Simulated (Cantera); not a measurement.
Input (Python, Cantera):

```python
import numpy as np
import cantera as ct

gas = ct.Solution("gri30.yaml")
gas.TPX = 1125, 15000, {'H2': 0.58, 'O2': 1, 'N2': 0.77}
reactor = ct.IdealGasConstPressureReactor(gas, energy="off", clone=False)
net = ct.ReactorNet([reactor])
net.rtol, net.atol = 1e-08, 1e-18
show = ['H2', 'O2', 'OH', 'NO', 'H', 'H2O2']
times = np.geomspace(2e-06, 70, 11)

steps = ct.SolutionArray(gas, extra=["t"])
rows = []
print(f"{'t/s':>10s}{'T/K':>9s}{'P/Pa':>11s}" + "".join(f"{s:>11s}" for s in show))
for t in times:
    while net.time < t:
        t_next = net.step()
        steps.append(gas.state, t=t_next)
    rows.append([np.interp(t, steps.t, y) for y in (steps.T, steps.P, *steps(*show).X.T)])
    print(f"{t:10.3e}{rows[-1][0]:9.1f}{rows[-1][1]:11.4g}" + "".join(f"{x:11.3e}" for x in rows[-1][2:]))
rate = np.gradient(steps.T, steps.t)
print("integrator steps:", len(steps.t))
if steps.T.max() > steps.T[0] + 200:
    print(f"time of steepest temperature rise: {steps.t[rate.argmax()]:.4e} s")
gas.TPX = 1125, 15000, {'H2': 0.58, 'O2': 1, 'N2': 0.77}
gas.equilibrate("TP")
print(f"equilibrium (TP): T = {gas.T:.1f} K  " + "  ".join(f"{s} {gas[s].X[0]:.3e}" for s in show))
```

Output:

```
       t/s      T/K       P/Pa         H2         O2         OH         NO          H       H2O2
 2.000e-06   1125.0    1.5e+04  2.468e-01  4.255e-01  2.613e-11  3.209e-24  4.563e-10  5.370e-14
 1.136e-05   1125.0    1.5e+04  2.468e-01  4.255e-01  4.273e-10  6.262e-22  3.225e-09  1.758e-12
 6.454e-05   1125.0    1.5e+04  2.468e-01  4.255e-01  7.104e-08  2.274e-18  4.499e-07  8.662e-11
 3.666e-04   1125.0    1.5e+04  1.253e-02  3.383e-01  5.788e-03  1.654e-06  1.944e-02  6.623e-06
 2.083e-03   1125.0    1.5e+04  2.355e-04  3.445e-01  3.920e-04  1.809e-06  1.432e-05  1.899e-06
 1.183e-02   1125.0    1.5e+04  6.569e-06  3.446e-01  8.998e-05  1.789e-06  1.383e-07  2.876e-07
 6.722e-02   1125.0    1.5e+04  2.676e-07  3.446e-01  2.820e-05  1.807e-06  3.864e-09  4.465e-08
 3.818e-01   1125.0    1.5e+04  3.191e-08  3.447e-01  1.070e-05  1.822e-06  2.120e-10  7.800e-09
 2.169e+00   1125.0    1.5e+04  5.716e-09  3.447e-01  4.550e-06  1.821e-06  1.726e-11  1.549e-09
 1.232e+01   1125.0    1.5e+04  3.022e-09  3.447e-01  3.104e-06  1.812e-06  6.395e-12  7.561e-10
 7.000e+01   1125.0    1.5e+04  3.005e-09  3.447e-01  3.091e-06  1.812e-06  6.332e-12  7.502e-10
integrator steps: 1827
equilibrium (TP): T = 1125.0 K  H2 3.005e-09  O2 3.446e-01  OH 3.090e-06  NO 9.417e-05  H 6.330e-12  H2O2 7.499e-10
```

Model: GRI-Mech 3.0 (53 species, 325 reactions), integrated in Cantera. The temperature is held fixed by assumption; the heat of reaction is taken as removed at once.
